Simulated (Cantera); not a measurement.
# Equilibrium for chemical vapour transport: Fe3O4 + Cl2 + N2

Charge: 1 mol Fe3O4, a varied amount of Cl2, 0.051 mol N2, at 775 °C and 0.400 bar.

Equilibrium computed with Cantera from the NASA thermochemical tables; the gas is ideal and each condensed phase is pure. Candidate condensed phases: Fe, FeCl2, FeCl3, FeO, Fe2O3, Fe3O4; 19 gas species. Mutual solubility and eutectic melting of coexisting phases are not modelled. Rates play no part.

At 0.03 mol Cl2 the condensed part is Fe2O3(s) + Fe3O4(s). From 0.11 mol Cl2 to 0.27 mol Cl2 the condensed part is FeCl2(l) + Fe2O3(s) + Fe3O4(s). From 0.34 mol Cl2 to 0.42 mol Cl2 the condensed part is FeCl2(l) + Fe2O3(s). From 0.5 mol Cl2 to 0.58 mol Cl2 the condensed part is Fe2O3(s). The main Fe-bearing gas is FeCl3 throughout.

| n(Cl2) (mol) | x N2 | x FeCl3 | x Cl2 | x Fe2Cl6 | x FeCl2 | x Fe2Cl4 | x Cl | n Fe2O3(s) | n Fe3O4(s) | n FeCl2(l) |
|---|---|---|---|---|---|---|---|---|---|---|
| 0.03 | 0.704 | 0.153 | 0.000208 | 0.00866 | 0.109 | 0.0249 | 1.76e-5 | 0.0953 | 0.929 | 0 |
| 0.11 | 0.704 | 0.153 | 0.000208 | 0.00867 | 0.109 | 0.0249 | 1.76e-5 | 0.415 | 0.689 | 0.0800 |
| 0.19 | 0.704 | 0.153 | 0.000208 | 0.00867 | 0.109 | 0.0249 | 1.76e-5 | 0.735 | 0.449 | 0.160 |
| 0.27 | 0.704 | 0.153 | 0.000208 | 0.00867 | 0.109 | 0.0249 | 1.76e-5 | 1.06 | 0.209 | 0.240 |
| 0.34 | 0.694 | 0.162 | 0.000233 | 0.00971 | 0.109 | 0.0249 | 1.86e-5 | 1.33 | 0 | 0.308 |
| 0.42 | 0.222 | 0.535 | 0.00256 | 0.106 | 0.109 | 0.0249 | 6.16e-5 | 1.33 | 0 | 0.125 |
| 0.5 | 0.150 | 0.632 | 0.0244 | 0.149 | 0.0418 | 0.00363 | 0.000191 | 1.33 | 0 | 0 |
| 0.58 | 0.122 | 0.554 | 0.197 | 0.114 | 0.0129 | 0.000346 | 0.000541 | 1.33 | 0 | 0 |
x: gas mole fraction; n: condensed amount in mol.
